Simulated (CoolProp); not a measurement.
Vapour-liquid equilibrium of CH2F2 (R32) (1) + R134a (2) at 311.9 K; x and y are mole fractions of (1).

Computed with CoolProp (multi-fluid Helmholtz-energy mixture model, Tillner-Roth 1997 and Tillner-Roth 1994; pair parameters Lemmon 2004).

```
x      bubble pressure, mixture model (kPa)  bubble pressure, Raoult's law (kPa)  y, mixture model  y, Raoult's law
-----  ------------------------------------  -----------------------------------  ----------------  ---------------
0.05                                   1048                                 1054             0.095            0.114
0.125                                  1147                                 1161             0.220            0.259
0.2                                    1245                                 1267             0.328            0.379
0.275                                  1345                                 1374             0.423            0.481
0.35                                   1445                                 1480             0.506            0.568
0.425                                  1547                                 1587             0.582            0.644
0.5                                    1650                                 1693             0.650            0.710
0.575                                  1755                                 1800             0.713            0.768
0.65                                   1862                                 1906             0.772            0.820
0.725                                  1972                                 2013             0.826            0.866
0.8                                    2086                                 2120             0.877            0.907
0.875                                  2202                                 2226             0.925            0.945
0.95                                   2322                                 2333             0.971            0.979
```

The largest gap from Raoult's law is -2.5 % in bubble pressure, at x = 0.5. No azeotrope shows between x = 0.05 and 0.95.

The pair parameters rest on a limited set of measurements; away from them the model extrapolates.
